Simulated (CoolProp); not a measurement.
Vapour-liquid equilibrium of R115 (1) + R22 (2) at 185.9 K; x and y are mole fractions of (1).

Model: multi-fluid Helmholtz-energy mixture model, Lemmon 2016 and Kamei 1995; pair parameters Bell 2016, in CoolProp.

```tsv
x	bubble pressure, mixture model (kPa)	bubble pressure, Raoult's law (kPa)	y, mixture model	y, Raoult's law
0.05	6.472	6.006	0.118	0.051
0.125	7.090	6.011	0.254	0.126
0.2	7.584	6.017	0.353	0.202
0.275	7.949	6.022	0.425	0.277
0.35	8.196	6.027	0.478	0.353
0.425	8.344	6.032	0.518	0.428
0.5	8.417	6.038	0.548	0.503
0.575	8.435	6.043	0.571	0.578
0.65	8.413	6.048	0.592	0.653
0.725	8.345	6.053	0.615	0.727
0.8	8.193	6.059	0.647	0.802
0.875	7.853	6.064	0.702	0.876
0.95	7.080	6.069	0.820	0.951
```

The largest gap from Raoult's law is +39.6 % in bubble pressure, at x = 0.575. y crosses x between x = 0.5 and 0.575: the model has an azeotrope there.

Pair parameters are fitted to limited data, so mixtures are less certain than the pure fluids.
